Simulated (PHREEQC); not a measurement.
# Hard or scaling water: an equilibrium model

Solution (10 °C and 300 atm): 0.049 mol MgCl2, 0.00018 mol NaHCO3 and 1.2e-06 mol H4SiO4 per kg of water. Closed to the air; pH follows from the charge balance.

All values are PHREEQC results (Pitzer model, pitzer.dat), not measurements.

This is a speciation only: nothing precipitates in the calculation.

### Question
Estimate the pH, osmotic coefficient.

### Answer
pH 7.68; osmotic coefficient 0.874.

### Question
In which forms is C present?

### Answer
HCO3- 95 %, CO2 2.8 %, MgCO3 1.7 %, CO3-2 0.7 % of the C.

Under pressure, the constants of complexes without a molar volume in the database are unreliable. Away from 25 °C the constants follow the database's enthalpies or fits; those with neither stay at their 25 °C values.
